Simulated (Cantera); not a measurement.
What does this Cantera script print?

```python
import numpy as np
import cantera as ct

surf = ct.Interface("diamond.yaml", "diamond_100")
gas, bulk = surf.adjacent["gas"], surf.adjacent["diamond"]
k = surf.kinetics_species_index(bulk.species_names[0])
cover = ["c6HH", "c6H*", "c6*H", "c6**", "c6HM", "c6B"]

rows, drift = [], 0.0
print(f"{'xCH3':>10s}{'um/h':>11s}" + "".join(f"{s:>11s}" for s in cover))
for v in [1e-06, 2.2e-06, 5e-06, 1.1e-05, 2.5e-05, 5.7e-05, 0.00013, 0.00029, 0.00065]:
    T, P, xH, xCH3 = 1200, 16000, 0.032, v
    gas.TPX = T, P, {"H": xH, "CH3": xCH3, "CH4": 0.0043, "H2": 1 - xH - xCH3 - 0.0043}
    surf.TP = bulk.TP = T, P
    surf.coverages = "c6H*:0.1, c6HH:0.9"
    surf.advance_coverages(100.0)
    before = surf.coverages
    surf.advance_coverages(100.0)
    drift = max(drift, np.max(np.abs(surf.coverages - before) / (surf.coverages + 1e-9)))
    rate = surf.net_production_rates[k] * bulk.mean_molecular_weight / bulk.density * 3.6e9
    rows.append([rate, *surf[cover].coverages])
    print(f"{v:10.4g}{rate:11.4e}" + "".join(f"{x:11.3e}" for x in rows[-1][1:]))
```

Output:

```
      xCH3       um/h       c6HH       c6H*       c6*H       c6**       c6HM        c6B
     1e-06 1.5745e-01  4.376e-01  3.959e-02  4.915e-01  3.131e-02  7.248e-06  4.273e-10
   2.2e-06 3.4639e-01  4.376e-01  3.959e-02  4.915e-01  3.130e-02  1.594e-05  9.399e-10
     5e-06 7.8721e-01  4.375e-01  3.959e-02  4.915e-01  3.130e-02  3.624e-05  2.136e-09
   1.1e-05 1.7317e+00  4.375e-01  3.959e-02  4.915e-01  3.130e-02  7.971e-05  4.699e-09
   2.5e-05 3.9348e+00  4.374e-01  3.958e-02  4.914e-01  3.129e-02  1.811e-04  1.068e-08
   5.7e-05 8.9667e+00  4.373e-01  3.956e-02  4.912e-01  3.127e-02  4.127e-04  2.433e-08
   0.00013 2.0426e+01  4.369e-01  3.953e-02  4.907e-01  3.122e-02  9.403e-04  5.543e-08
   0.00029 4.5448e+01  4.362e-01  3.945e-02  4.897e-01  3.112e-02  2.092e-03  1.233e-07
   0.00065 1.0128e+02  4.344e-01  3.927e-02  4.875e-01  3.089e-02  4.663e-03  2.748e-07
```

Cantera simulation using the Harris–Goodwin 1993 mechanism for the reconstructed diamond (100) surface; the numbers are that mechanism's predictions, not measurements.
